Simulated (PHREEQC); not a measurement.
0.012 g of hydrous ferric oxide (600 m²/g; 0.2 weak and 0.005 strong sites per Fe, Dzombak-Morel constants, diffuse double layer) in 1 kg of water with 0.1 mol/kgw of an inert sodium salt and 0.0013 mmol/kgw SrCl2 and 0.00034 mmol/kgw NaF, at 25 °C; the pH is set by adding NaOH or the inert anion's acid. Oxygen alone is held at its pressure in air (log pO2 = -0.68). CO2 from the air is kept out. Nothing may precipitate in this run.

Model: ion-association model, wateq4f.dat, run in PHREEQC.

```json
[
 {"pH": "3", "Sr sorbed (%)": "0.0", "F sorbed (%)": "8.6", "surface charge σ (C/m²)": "0.363", "surface potential ψ (mV)": "153"},
 {"pH": "3.38", "Sr sorbed (%)": "0.0", "F sorbed (%)": "11.6", "surface charge σ (C/m²)": "0.354", "surface potential ψ (mV)": "152"},
 {"pH": "3.75", "Sr sorbed (%)": "0.0", "F sorbed (%)": "13.0", "surface charge σ (C/m²)": "0.337", "surface potential ψ (mV)": "149"},
 {"pH": "4.12", "Sr sorbed (%)": "0.0", "F sorbed (%)": "12.6", "surface charge σ (C/m²)": "0.310", "surface potential ψ (mV)": "145"},
 {"pH": "4.5", "Sr sorbed (%)": "0.0", "F sorbed (%)": "10.9", "surface charge σ (C/m²)": "0.272", "surface potential ψ (mV)": "?"},
 {"pH": "4.88", "Sr sorbed (%)": "0.0", "F sorbed (%)": "8.5", "surface charge σ (C/m²)": "0.228", "surface potential ψ (mV)": "129"},
 {"pH": "5.25", "Sr sorbed (%)": "0.0", "F sorbed (%)": "6.1", "surface charge σ (C/m²)": "0.186", "surface potential ψ (mV)": "119"},
 {"pH": "5.62", "Sr sorbed (%)": "0.0", "F sorbed (%)": "4.1", "surface charge σ (C/m²)": "?", "surface potential ψ (mV)": "107"},
 {"pH": "6", "Sr sorbed (%)": "0.0", "F sorbed (%)": "2.5", "surface charge σ (C/m²)": "0.111", "surface potential ψ (mV)": "93"},
 {"pH": "6.38", "Sr sorbed (%)": "0.0", "F sorbed (%)": "1.4", "surface charge σ (C/m²)": "0.082", "surface potential ψ (mV)": "79"},
 {"pH": "6.75", "Sr sorbed (%)": "0.0", "F sorbed (%)": "0.8", "surface charge σ (C/m²)": "0.058", "surface potential ψ (mV)": "63"},
 {"pH": "7.12", "Sr sorbed (%)": "0.1", "F sorbed (%)": "0.4", "surface charge σ (C/m²)": "?", "surface potential ψ (mV)": "?"},
 {"pH": "7.5", "Sr sorbed (%)": "0.2", "F sorbed (%)": "0.2", "surface charge σ (C/m²)": "0.022", "surface potential ψ (mV)": "29"},
 {"pH": "7.88", "Sr sorbed (%)": "0.9", "F sorbed (%)": "0.1", "surface charge σ (C/m²)": "0.008", "surface potential ψ (mV)": "11"},
 {"pH": "8.25", "Sr sorbed (%)": "3.2", "F sorbed (%)": "0.0", "surface charge σ (C/m²)": "-0.005", "surface potential ψ (mV)": "-7"},
 {"pH": "8.62", "Sr sorbed (%)": "9.9", "F sorbed (%)": "0.0", "surface charge σ (C/m²)": "-0.018", "surface potential ψ (mV)": "-24"},
 {"pH": "9", "Sr sorbed (%)": "22.5", "F sorbed (%)": "0.0", "surface charge σ (C/m²)": "-0.033", "surface potential ψ (mV)": "-41"}
]
```

Q: Complete the blanks.

A: 
- 4.5, surface potential ψ (mV): 138
- 5.62, surface charge σ (C/m²): 0.146
- 7.12, surface charge σ (C/m²): 0.039
- 7.12, surface potential ψ (mV): 47

Species that the database lacks are ignored. The oxide is taken as insoluble; below pH 4 it would dissolve.
